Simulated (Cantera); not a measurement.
Standard-state values (1 bar) from the NASA 1993 polynomials, evaluated with Cantera. Values are per mole of reaction as written; species without (g) are pure solids or liquids, kept so even where they would boil at 1 bar.

**Question.** Between 598 and 698 K, where is each reaction favourable under standard conditions?
- SO2(g) ⇌ S + 2 O(g)

**Answer.** 
- SO2(g) ⇌ S + 2 O(g): ΔG° is 727 kJ at 598 K and 714 kJ at 698 K; it stays positive (K < 1). ΔH° is 809 kJ and ΔS° 137 J/K at 698 K.
